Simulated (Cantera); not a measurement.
Mixture: 4.28 % C₂H₄, 20.1 % O₂, 60.3 % N₂, 15.4 % H₂O, at 1.00 bar, adiabatic and at constant volume. Ignition delay is the time to a rise of 400 K.

Detailed kinetics in Cantera: GRI-Mech 3.0 (53 species, 325 reactions). GRI-Mech 3.0 was tuned for natural gas; its chemistry of ethylene as a main component is partial and can be far from experiment.

Predict: delay at 1348 K; delay at 1423 K; delay at 1498 K; delay at 1573 K; delay at 1648 K; apparent activation energy between 1498 and 1648 K.


```json
{
 "delay at 1348 K": "65.2 µs",
 "delay at 1423 K": "41.7 µs",
 "delay at 1498 K": "29.4 µs",
 "delay at 1573 K": "22.0 µs",
 "delay at 1648 K": "17.1 µs",
 "apparent activation energy between 1498 and 1648 K": "74 kJ/mol"
}
```
